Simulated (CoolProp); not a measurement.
Dimethyl carbonate along the isotherm 600 K: density (kg/m³) from the reference equation and from simpler models built on Tc = 557.0 K, pc = 4.909 MPa, ω = 0.346; each cubic takes its own stable root.

Values from CoolProp's reference Helmholtz-energy equation of state, Zhou 2011.

```csv
p (MPa),phase,reference,van der Waals,Redlich-Kwong,Peng-Robinson
0.46,gas,8.525,8.507,8.529,8.545
0.92,gas,17.52,17.45,17.54,17.61
1.38,gas,27.06,26.90,27.11,27.26
1.84,gas,37.21,36.94,37.31,37.57
2.3,gas,48.07,47.68,48.25,48.65
2.76,gas,59.78,59.25,60.08,60.61
3.22,gas,72.49,71.86,72.96,73.62
3.68,gas,86.43,85.78,87.15,87.86
4.14,gas,101.9,101.4,103.0,103.6
4.6,gas,119.2,119.4,120.9,121.1
5.06,supercritical,139.0,141.0,141.7,140.9
5.52,supercritical,161.7,168.3,166.5,163.5
5.98,supercritical,188.3,205.8,196.8,189.5
6.44,supercritical,219.4,256.3,234.4,219.5
6.9,supercritical,255.3,298.9,277.7,253.3
7.36,supercritical,295.6,326.2,318.9,289.3
```
